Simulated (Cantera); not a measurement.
Cantera run, input and output.

```python
import numpy as np
import cantera as ct

gas = ct.Solution("gri30.yaml")
gas.TPX = 1448, 1800000, {'CH4': 1, 'O2': 0.8, 'N2': 3.01}
reactor = ct.IdealGasReactor(gas, energy="on", clone=False)
net = ct.ReactorNet([reactor])
net.rtol, net.atol = 1e-08, 1e-16
show = ['CH4', 'O2', 'C2H2', 'HCO', 'N2O', 'H', 'H2O2']
times = np.geomspace(4e-06, 0.1, 11)

steps = ct.SolutionArray(gas, extra=["t"])
rows = []
print(f"{'t/s':>10s}{'T/K':>9s}{'P/Pa':>11s}" + "".join(f"{s:>11s}" for s in show))
for t in times:
    while net.time < t:
        t_next = net.step()
        steps.append(gas.state, t=t_next)
    rows.append([np.interp(t, steps.t, y) for y in (steps.T, steps.P, *steps(*show).X.T)])
    print(f"{t:10.3e}{rows[-1][0]:9.1f}{rows[-1][1]:11.4g}" + "".join(f"{x:11.3e}" for x in rows[-1][2:]))
rate = np.gradient(steps.T, steps.t)
print("integrator steps:", len(steps.t))
if steps.T.max() > steps.T[0] + 200:
    print(f"time of steepest temperature rise: {steps.t[rate.argmax()]:.4e} s")
gas.TPX = 1448, 1800000, {'CH4': 1, 'O2': 0.8, 'N2': 3.01}
gas.equilibrate("UV")
print(f"equilibrium (UV): T = {gas.T:.1f} K  " + "  ".join(f"{s} {gas[s].X[0]:.3e}" for s in show))
```

It prints:

```
       t/s      T/K       P/Pa        CH4         O2       C2H2        HCO        N2O          H       H2O2
 4.000e-06   1448.0    1.8e+06  2.079e-01  1.663e-01  6.963e-14  1.443e-11  3.105e-11  6.945e-09  4.977e-07
 1.101e-05   1448.0    1.8e+06  2.078e-01  1.663e-01  1.323e-11  2.690e-10  1.555e-10  2.202e-08  8.335e-07
 3.031e-05   1449.0  1.801e+06  2.075e-01  1.661e-01  1.120e-09  2.479e-09  6.017e-10  4.379e-08  1.092e-06
 8.345e-05   1454.4  1.808e+06  2.061e-01  1.654e-01  3.540e-08  1.422e-08  2.774e-09  1.063e-07  2.463e-06
 2.297e-04   1557.3  1.945e+06  1.856e-01  1.511e-01  1.221e-05  6.033e-07  4.094e-08  2.622e-06  1.765e-05
 6.325e-04   2529.3  3.933e+06  1.305e-07  1.690e-07  5.088e-09  1.887e-06  1.495e-08  2.251e-03  1.743e-09
 1.741e-03   2529.6  3.933e+06  1.091e-07  1.694e-07  3.648e-10  1.889e-06  6.544e-09  2.254e-03  1.746e-09
 4.793e-03   2529.6  3.934e+06  1.080e-07  1.695e-07  3.605e-10  1.890e-06  4.940e-09  2.255e-03  1.748e-09
 1.320e-02   2529.7  3.934e+06  1.079e-07  1.695e-07  3.602e-10  1.890e-06  4.826e-09  2.255e-03  1.748e-09
 3.633e-02   2529.7  3.934e+06  1.079e-07  1.695e-07  3.602e-10  1.890e-06  4.826e-09  2.255e-03  1.748e-09
 1.000e-01   2529.7  3.934e+06  1.079e-07  1.695e-07  3.602e-10  1.890e-06  4.826e-09  2.255e-03  1.748e-09
integrator steps: 2300
time of steepest temperature rise: 2.5890e-04 s
equilibrium (UV): T = 2529.7 K  CH4 1.199e-07  O2 1.695e-07  C2H2 3.999e-10  HCO 1.890e-06  N2O 4.826e-09  H 2.255e-03  H2O2 1.748e-09
```

Detailed kinetics in Cantera: GRI-Mech 3.0 (53 species, 325 reactions). The pressure lies above the range GRI-Mech 3.0 was tuned for (to about 10 atm).
